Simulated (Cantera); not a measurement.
**Adiabatic ignition**

An adiabatic, constant-volume homogeneous reactor starts with 21.9 % CH3OH, 16.4 % O2, 61.7 % N2, at 1325 K and 18000 Torr.

Computed with Cantera and GRI-Mech 3.0 (53 species, 325 reactions). GRI-Mech 3.0 was tuned for natural gas; its chemistry of methanol as a main component is partial and can be far from experiment. The pressure lies above the range GRI-Mech 3.0 was tuned for (to about 10 atm).

```
t (s)     T (K)  P (bar)   x CH3OH     x O2    x CO2   x H2O2     x CO
--------  -----  -------  --------  -------  -------  -------  -------
3.00e-6    1325     24.0     0.219    0.164  4.54e-7  4.52e-8  1.42e-6
1.15e-5    1325     24.0     0.219    0.164  1.75e-6  1.57e-6  5.72e-6
4.42e-5    1326     24.0     0.218    0.164  6.91e-6  3.02e-5  4.07e-5
0.000170   2837     65.7  7.87e-11  3.22e-5   0.0352  1.35e-7    0.136
0.000651   2836     65.6  7.90e-11  3.19e-5   0.0352  1.34e-7    0.136
0.00250    2836     65.6  7.90e-11  3.19e-5   0.0352  1.34e-7    0.136
0.00960    2836     65.6  7.90e-11  3.19e-5   0.0352  1.34e-7    0.136
0.0368     2836     65.6  7.90e-11  3.19e-5   0.0352  1.34e-7    0.136
0.141      2836     65.6  7.90e-11  3.19e-5   0.0352  1.34e-7    0.136
0.543      2836     65.6  7.90e-11  3.19e-5   0.0352  1.34e-7    0.136
2.08       2836     65.6  7.90e-11  3.19e-5   0.0352  1.34e-7    0.136
8.00       2836     65.6  7.90e-11  3.19e-5   0.0352  1.34e-7    0.136
```
x: mole fraction; the columns are a selection and need not sum to one.

```json
{
  "time_of_steepest_temperature_rise": "0.100 ms",
  "temperature at 8.00 s": "2836 K",
  "equilibrium_temperature": "2836 K",
  "x(CH3OH) at 8.00 s": "7.90e-11 (gas-phase equilibrium 8.15e-11)",
  "x(O2) at 8.00 s": "3.19e-5 (gas-phase equilibrium 3.19e-5)",
  "x(CO2) at 8.00 s": "0.0352 (gas-phase equilibrium 0.0352)"
}
```
